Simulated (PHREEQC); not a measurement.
HF is added in steps, without added water, to 1 kg of water holding 0.0089 mol NiCl2, 0.0031 mol NaOH and 3e-05 mol HCl, at 20 °C. Oxygen alone is held at its pressure in air (log pO2 = -0.68). The system is closed to CO2. Precipitation was switched off in this run.

Base run: PHREEQC, ion-association model, wateq4f.dat. Each further column changes one thing. The table gives pH.

```json
[
 {"HF added (mol)": "0", "base": "9.24", "diluted 10-fold with water": "9.14", "diluted 100-fold with water": "9.03", "solids may form": "6.41"},
 {"HF added (mol)": "0.00092", "base": "9.14", "diluted 10-fold with water": "3.49", "diluted 100-fold with water": "3.30", "solids may form": "6.40"},
 {"HF added (mol)": "0.00207", "base": "8.92", "diluted 10-fold with water": "3.14", "diluted 100-fold with water": "3.05", "solids may form": "6.39"},
 {"HF added (mol)": "0.00299", "base": "8.11", "diluted 10-fold with water": "3.01", "diluted 100-fold with water": "2.95", "solids may form": "6.39"},
 {"HF added (mol)": "0.00414", "base": "3.64", "diluted 10-fold with water": "2.91", "diluted 100-fold with water": "2.86", "solids may form": "3.64"},
 {"HF added (mol)": "0.00506", "base": "3.39", "diluted 10-fold with water": "2.85", "diluted 100-fold with water": "2.81", "solids may form": "3.39"},
 {"HF added (mol)": "0.00621", "base": "3.22", "diluted 10-fold with water": "2.79", "diluted 100-fold with water": "2.76", "solids may form": "3.22"},
 {"HF added (mol)": "0.00713", "base": "3.12", "diluted 10-fold with water": "2.75", "diluted 100-fold with water": "2.72", "solids may form": "3.12"},
 {"HF added (mol)": "0.00828", "base": "3.03", "diluted 10-fold with water": "2.71", "diluted 100-fold with water": "2.68", "solids may form": "3.03"},
 {"HF added (mol)": "0.0092", "base": "2.98", "diluted 10-fold with water": "2.69", "diluted 100-fold with water": "2.66", "solids may form": "2.98"}
]
```

In at least one series the solution becomes supersaturated in solids that the run did not let form, among them Ni(OH)2. The database's Ni(OH)2 is the aged solid; a fresh precipitate is more soluble. Solids allowed in the column 'solids may form': Ni(OH)2, Halite.
